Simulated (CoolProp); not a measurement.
Fluorine along the isotherm -113.85 °C: density (kg/m³) from the reference equation and from simpler models built on Tc = -128.7 °C, pc = 5.240 MPa, ω = 0.045; each cubic takes its own stable root.

The numbers come from the reference Helmholtz-energy equation of state, de Reuck 1990 in CoolProp.

```
p (MPa)          phase  reference
-------  -------------  ---------
0.0414             gas      1.190
0.0785             gas      2.260
0.149              gas      4.304
0.282              gas      8.197
0.535              gas      15.74
1.01               gas      30.44
1.92               gas      60.88
3.64               gas      129.6
6.91     supercritical      350.2
13.1     supercritical      862.6
```

How far does each simpler model (ideal gas, van der Waals, Redlich-Kwong, Soave-Redlich-Kwong, Peng-Robinson) lie from the reference over these 10 states: mean and median of the absolute difference, and the worst?


- ideal gas: mean 13.9 %, median 3.7 %, worst -56.4 % at -113.85 °C and 13.1 MPa
- van der Waals: mean 2.5 %, median 0.1 %, worst -16.8 % at -113.85 °C and 13.1 MPa
- Redlich-Kwong: mean 0.8 %, median 0.2 %, worst -6.5 % at -113.85 °C and 13.1 MPa
- Soave-Redlich-Kwong: mean 1.0 %, median 0.2 %, worst -7.5 % at -113.85 °C and 13.1 MPa
- Peng-Robinson: mean 1.2 %, median 0.7 %, worst +4.5 % at -113.85 °C and 6.91 MPa
